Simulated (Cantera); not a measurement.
Input: 1 mol C2H6, 3.8 mol CO2, held at 1123.15 K and 1.33 mbar.

These are equilibrium values from Cantera (NASA tables, ideal gas, pure condensed phases), not measurements of a reactor. Candidate condensed phases: C, C6H6, C7H8, C8H18, H2O; 110 gas species. Kinetics and transport are ignored.

Base state: CO 0.528, H2 0.268, CO2 0.132, H2O 0.0730 (mole fractions); condensed: gas only.

Question: What changes in the equilibrium state with this change: CO2 from 3.8 to 0.024 mol?

Answer: 
| species | before | after |
|---|---|---|
| H2 | 0.268 | 0.984 |
| CO | 0.528 | 0.0157 |
| CH4 | <1e-9 | 3.79e-5 |
| CO2 | 0.132 | 1.99e-8 |
| H2O | 0.0730 | 1.36e-6 |
| C(graphite), mol | 0 | 1.98 |

Question: What changes in the equilibrium state with this change: C2H6 replaced by CH4?

Answer: 
```tsv
species	before	after
CO	0.528	0.420
CO2	0.132	0.286
H2	0.268	0.169
H2O	0.0730	0.126
```

Question: What changes in the equilibrium state with this change: temperature from 1123.15 K to 2298 K?

Answer: 
```json
[
 {"species": "CO", "before": "0.528", "after": "0.550"},
 {"species": "H2", "before": "0.268", "after": "0.156"},
 {"species": "H2O", "before": "0.0730", "after": "0.106"},
 {"species": "H", "before": "6.06e-7", "after": "0.104"},
 {"species": "CO2", "before": "0.132", "after": "0.0666"},
 {"species": "OH", "before": "<1e-9", "after": "0.0113"},
 {"species": "O", "before": "<1e-9", "after": "0.00511"},
 {"species": "O2", "before": "<1e-9", "after": "0.00145"}
]
```
